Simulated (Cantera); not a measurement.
Mixture: CO : H2 : O2 : N2 : CO2 = 1 : 0.4 : 0.538 : 2.02 : 0.12 (molar parts), at 3750 Torr, adiabatic and at constant volume. Ignition delay is the time to a rise of 400 K.

Computed with Cantera and GRI-Mech 3.0 (53 species, 325 reactions). The hydrogen kinetics of GRI-Mech 3.0 are dated; newer H2 mechanisms differ, most at raised pressure. Where the delays flatten at high temperature, the 400 K rule measures the pace of heat release, not the induction time.

Problem. Predict: delay at 1025 K; delay at 1225 K; delay at 1425 K; delay at 1625 K.

Solution. 
```json
{
  "delay at 1025 K": "1.27 ms",
  "delay at 1225 K": "16.6 µs",
  "delay at 1425 K": "5.52 µs",
  "delay at 1625 K": "3.31 µs"
}
```
